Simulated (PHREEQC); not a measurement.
# Acid mine or pickling water (model solution)

A made-up water analysis in mg/kgw, 15 °C, pH 4.05, pe 10.1:

```csv
constituent,mg/kgw
Na,24.8
K,0.612
Ca,40.5
Mg,24.3
Cl,12.8
S(6) as SO4,237
Al,0.0553
```

Valence states are taken as typed.

All values are PHREEQC results (ion-association model, phreeqc.dat), not measurements.

This is a speciation only: nothing precipitates in the calculation.

Q: Predict the ionic strength, charge-balance error, specific conductance.

A: ionic strength 0.00849 mol/kgw; charge-balance error -0.7 %; specific conductance 454 µS/cm.

Q: In which forms is Ca present?

A: Ca+2 86 %, CaSO4 14 % of the Ca.

Species that the database lacks are ignored.
